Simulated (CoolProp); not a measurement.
Nitrous oxide along the isotherm 327 K: fugacity coefficient from the reference equation and from simpler models built on Tc = 309.5 K, pc = 7.245 MPa, ω = 0.161; each cubic takes its own stable root.

The numbers come from the reference Helmholtz-energy equation of state, Lemmon 2006 in CoolProp. It is a short technical equation, of lower accuracy than the large ones.

```json
[
 {"p (MPa)": "1.09", "phase": "gas", "reference": "0.9567", "van der Waals": "0.9611", "Soave-Redlich-Kwong": "0.9574"},
 {"p (MPa)": "2.17", "phase": "gas", "reference": "0.9146", "van der Waals": "0.9227", "Soave-Redlich-Kwong": "0.9160"},
 {"p (MPa)": "3.26", "phase": "gas", "reference": "0.8728", "van der Waals": "0.8842", "Soave-Redlich-Kwong": "0.8749"},
 {"p (MPa)": "4.35", "phase": "gas", "reference": "0.8315", "van der Waals": "0.8456", "Soave-Redlich-Kwong": "0.8344"},
 {"p (MPa)": "5.43", "phase": "gas", "reference": "0.7910", "van der Waals": "0.8071", "Soave-Redlich-Kwong": "0.7946"},
 {"p (MPa)": "6.52", "phase": "gas", "reference": "0.7503", "van der Waals": "0.7677", "Soave-Redlich-Kwong": "0.7548"},
 {"p (MPa)": "7.61", "phase": "supercritical", "reference": "0.7094", "van der Waals": "0.7270", "Soave-Redlich-Kwong": "0.7149"},
 {"p (MPa)": "8.69", "phase": "supercritical", "reference": "0.6682", "van der Waals": "0.6838", "Soave-Redlich-Kwong": "0.6750"},
 {"p (MPa)": "9.78", "phase": "supercritical", "reference": "0.6254", "van der Waals": "0.6377", "Soave-Redlich-Kwong": "0.6343"},
 {"p (MPa)": "10.9", "phase": "supercritical", "reference": "0.5828", "van der Waals": "0.5963", "Soave-Redlich-Kwong": "0.5944"}
]
```
